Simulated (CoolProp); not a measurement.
Properties of isobutene along the isobar 11700 kPa.

Computed with CoolProp (reference Helmholtz-energy equation of state, Lemmon 2005). It is a short technical equation, of lower accuracy than the large ones.

```json
[
 {"T (°C)": "41.65", "phase": "liquid", "cv (kJ/(kg K))": "1.697", "expansivity (1/kK)": "1.877", "fugacity coefficient": "0.05663"},
 {"T (°C)": "57.35", "phase": "liquid", "cv (kJ/(kg K))": "1.748", "expansivity (1/kK)": "2.015", "fugacity coefficient": "0.08065"},
 {"T (°C)": "73.05", "phase": "liquid", "cv (kJ/(kg K))": "1.800", "expansivity (1/kK)": "2.183", "fugacity coefficient": "0.1101"},
 {"T (°C)": "88.75", "phase": "liquid", "cv (kJ/(kg K))": "1.852", "expansivity (1/kK)": "2.391", "fugacity coefficient": "0.1448"},
 {"T (°C)": "104.35", "phase": "liquid", "cv (kJ/(kg K))": "1.905", "expansivity (1/kK)": "2.647", "fugacity coefficient": "0.1841"},
 {"T (°C)": "120.05", "phase": "liquid", "cv (kJ/(kg K))": "1.959", "expansivity (1/kK)": "2.973", "fugacity coefficient": "0.2280"},
 {"T (°C)": "135.75", "phase": "liquid", "cv (kJ/(kg K))": "2.012", "expansivity (1/kK)": "3.387", "fugacity coefficient": "0.2754"},
 {"T (°C)": "151.45", "phase": "supercritical", "cv (kJ/(kg K))": "2.066", "expansivity (1/kK)": "3.914", "fugacity coefficient": "0.3253"},
 {"T (°C)": "167.15", "phase": "supercritical", "cv (kJ/(kg K))": "2.120", "expansivity (1/kK)": "4.575", "fugacity coefficient": "0.3765"},
 {"T (°C)": "182.75", "phase": "supercritical", "cv (kJ/(kg K))": "2.173", "expansivity (1/kK)": "5.356", "fugacity coefficient": "0.4275"},
 {"T (°C)": "198.45", "phase": "supercritical", "cv (kJ/(kg K))": "2.225", "expansivity (1/kK)": "6.174", "fugacity coefficient": "0.4775"},
 {"T (°C)": "214.15", "phase": "supercritical", "cv (kJ/(kg K))": "2.274", "expansivity (1/kK)": "6.802", "fugacity coefficient": "0.5253"},
 {"T (°C)": "229.85", "phase": "supercritical", "cv (kJ/(kg K))": "2.317", "expansivity (1/kK)": "6.983", "fugacity coefficient": "0.5697"},
 {"T (°C)": "245.45", "phase": "supercritical", "cv (kJ/(kg K))": "2.356", "expansivity (1/kK)": "6.669", "fugacity coefficient": "0.6102"},
 {"T (°C)": "261.15", "phase": "supercritical", "cv (kJ/(kg K))": "2.392", "expansivity (1/kK)": "6.065", "fugacity coefficient": "0.6472"},
 {"T (°C)": "276.85", "phase": "supercritical", "cv (kJ/(kg K))": "2.428", "expansivity (1/kK)": "5.405", "fugacity coefficient": "0.6807"}
]
```
